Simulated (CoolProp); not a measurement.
A Linde-Hampson liquefier for oxygen: isothermal reversible compression at 300 K from 1 atm to 5 MPa, throttling to 1 atm, return gas leaving the recuperator 5 K below the feed. Each further row changes one setting.

Model: reference Helmholtz-energy equation of state, Schmidt 1985, in CoolProp.

```json
[
 {"case": "as stated", "liquid yield per pass": "0.018", "compression work (kJ/kg of gas)": "302"},
 {"case": "high pressure 10 MPa", "liquid yield per pass": "0.047", "compression work (kJ/kg of gas)": "354"},
 {"case": "warm-end temperature 330 K", "liquid yield per pass": "0.012", "compression work (kJ/kg of gas)": "333"},
 {"case": "warm-end gap 10 K", "liquid yield per pass": "0.007", "compression work (kJ/kg of gas)": "302"}
]
```

Above 300 K oxygen's equation is extrapolated.
